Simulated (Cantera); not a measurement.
**Ignition delay**

Mixture: CH₄ : C₂H₆ : C₃H₈ : O₂ : N₂ = 1 : 0.26 : 0.88 : 6.09 : 18.9 (molar parts), equivalence ratio 1.2, at 5.00 bar, adiabatic and at constant pressure. Ignition delay is the time to a rise of 400 K.

Model: GRI-Mech 3.0 (53 species, 325 reactions), integrated in Cantera. GRI-Mech 3.0 was tuned for natural gas; its chemistry of propane as a main component is partial and can be far from experiment.

```json
[
 {"T0 (K)": "1225", "delay (ms)": "0.866"},
 {"T0 (K)": "1300", "delay (ms)": "0.295"},
 {"T0 (K)": "1375", "delay (ms)": "0.110"},
 {"T0 (K)": "1450", "delay (ms)": "0.0469"},
 {"T0 (K)": "1525", "delay (ms)": "0.0226"},
 {"T0 (K)": "1600", "delay (ms)": "0.0123"},
 {"T0 (K)": "1675", "delay (ms)": "0.00736"},
 {"T0 (K)": "1750", "delay (ms)": "0.00480"},
 {"T0 (K)": "1825", "delay (ms)": "0.00335"}
]
```

The apparent activation energy between 1675 and 1825 K is 130 kJ/mol.
